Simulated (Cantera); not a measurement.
An adiabatic, constant-volume homogeneous reactor starts with CH4 : C2H6 : O2 : N2 : H2O = 1 : 0.084 : 1.27 : 4.79 : 1.5 (molar parts), equivalence ratio 1.8, at 1075 K and 1.01 bar. Integrator tolerance rtol = 1e-08.

Cantera simulation using GRI-Mech 3.0 (53 species, 325 reactions); the numbers are that mechanism's predictions, not measurements.

| quantity | before | after |
|---|---|---|
| time of steepest temperature rise | 45.6 ms | 2.46 ms |
| temperature at 7.00 s | 2350 K | 2372 K |
| equilibrium temperature | 2350 K | 2372 K |
| x(CH4) at 7.00 s | 2.31e-11 (gas-phase equilibrium 2.63e-11) | 1.47e-8 (gas-phase equilibrium 1.61e-8) |
| x(C2H6) at 7.00 s | <1e-12 (gas-phase equilibrium <1e-12) | <1e-12 (gas-phase equilibrium <1e-12) |
| x(O2) at 7.00 s | 1.41e-5 (gas-phase equilibrium 1.41e-5) | 6.93e-7 (gas-phase equilibrium 6.93e-7) |
| x(HO2) at 7.00 s | 1.42e-8 (gas-phase equilibrium 1.42e-8) | 3.59e-9 (gas-phase equilibrium 3.59e-9) |
| x(C2H4) at 7.00 s | <1e-12 (gas-phase equilibrium <1e-12) | <1e-12 (gas-phase equilibrium <1e-12) |
| x(NO2) at 7.00 s | 1.53e-9 (gas-phase equilibrium 1.53e-9) | 3.90e-10 (gas-phase equilibrium 3.90e-10) |
| x(C2H) at 7.00 s | <1e-12 (gas-phase equilibrium <1e-12) | <1e-12 (gas-phase equilibrium <1e-12) |

Q: Name the change that produced these shifts.
A. constant pressure in place of constant volume
B. pressure from 1.01 bar to 5.00 bar
C. pressure from 1.01 bar to 26.0 bar
D. O2 1.27 to 0.51 parts

A: C, pressure from 1.01 bar to 26.0 bar
